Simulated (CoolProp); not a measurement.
Vapour-liquid equilibrium of n-butane (1) + R113 (2) at 698 kPa; x and y are mole fractions of (1).

Model: multi-fluid Helmholtz-energy mixture model, Bücker 2006 and Marx 1992; pair parameters Bell 2016, in CoolProp.

```tsv
x	bubble temperature (K)	y at the bubble point	dew temperature at overall composition x (K)	liquid density (mol/L)
0.05	389.0	0.134	392.4	7.082
0.15	379.4	0.348	388.3	7.312
0.25	371.2	0.506	383.9	7.527
0.35	364.4	0.624	379.3	7.731
0.45	358.6	0.715	374.3	7.926
0.55	353.6	0.787	368.8	8.117
0.65	349.2	0.845	362.8	8.307
0.75	345.3	0.895	356.2	8.500
0.85	341.8	0.940	348.9	8.700
0.95	338.4	0.980	340.9	8.908
```

No azeotrope shows between x = 0.05 and 0.95.

The pair parameters rest on a limited set of measurements; away from them the model extrapolates.
